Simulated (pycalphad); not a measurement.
**Freezing of Mg-Si alloys with rising Si**

CALPHAD calculation (pycalphad, COST 507 light-alloy database (1999)), 1 atm. The data set is of 1999 and partly superseded. Phase fractions are per mole of atoms.

Scheil-Gulliver runs (no diffusion in the solid, steps of 4 K) beside full equilibrium.

```
alloy              liquidus (K)  Scheil, half solid (K)  Scheil, 80 % solid (K)  Scheil, invariant end (K)  liquid left at that end  equilibrium solidus (K)
-----------------  ------------  ----------------------  ----------------------  -------------------------  -----------------------  -----------------------
Mg-6.07Si (at.%)           1087    at the invariant end    at the invariant end                        912                     0.85                      912
Mg-12.15Si (at.%)          1197    at the invariant end    at the invariant end                        912                     0.66                      912
Mg-18.22Si (at.%)             …                       …    at the invariant end                        912                        …                      912
Mg-24.3Si (at.%)           1321                    1238    at the invariant end                        912                     0.28                      912
```

Problem. What belongs in the gaps?

Solution. 
- Mg-18.22Si (at.%), liquidus (K): 1271
- Mg-18.22Si (at.%), Scheil, half solid (K): 1002
- Mg-18.22Si (at.%), liquid left at that end: 0.47
